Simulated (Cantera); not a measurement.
Feed: 1 mol NH3, a varied amount of H2O, held at 3000 K and 5180 Torr.

Method: chemical equilibrium by Gibbs-energy minimisation in Cantera with the NASA 1993 tables (ideal gas, pure condensed phases). Candidate condensed phases: H2O; 24 gas species. Rates play no part.

x: gas mole fraction; nothing condenses.

```
n(H2O) (mol)   x H2   x H2O   x N2     x H      x OH        x NO
------------  -----  ------  -----  ------  --------  ----------
0.042         0.691  0.0195  0.239  0.0500  0.000469  (withheld)
0.06          0.685  0.0277  0.237  0.0498  0.000667  (withheld)
0.084         0.677  0.0383  0.234  0.0495  0.000928  (withheld)
0.12          0.666  0.0537  0.230  0.0491   0.00131  (withheld)
0.17          0.651  0.0743  0.225  0.0485   0.00184  (withheld)
0.24          0.630   0.102  0.217  0.0477   0.00255  (withheld)
0.34          0.604   0.138  0.208  0.0467   0.00354  (withheld)
0.48          0.570   0.183  0.196  0.0454   0.00485  (withheld)
0.68          0.528   0.240  0.182  0.0437   0.00659  (withheld)
0.97          0.477   0.308  0.164  0.0415   0.00890  (withheld)
1.4           0.418   0.387  0.143  0.0389    0.0120  (withheld)
```

Q: What belongs in the gaps?

A: 
- 0.042, x NO: 2.76e-5
- 0.06, x NO: 3.93e-5
- 0.084, x NO: 5.47e-5
- 0.12, x NO: 7.74e-5
- 0.17, x NO: 0.000108
- 0.24, x NO: 0.000150
- 0.34, x NO: 0.000208
- 0.48, x NO: 0.000285
- 0.68, x NO: 0.000388
- 0.97, x NO: 0.000523
- 1.4, x NO: 0.000701
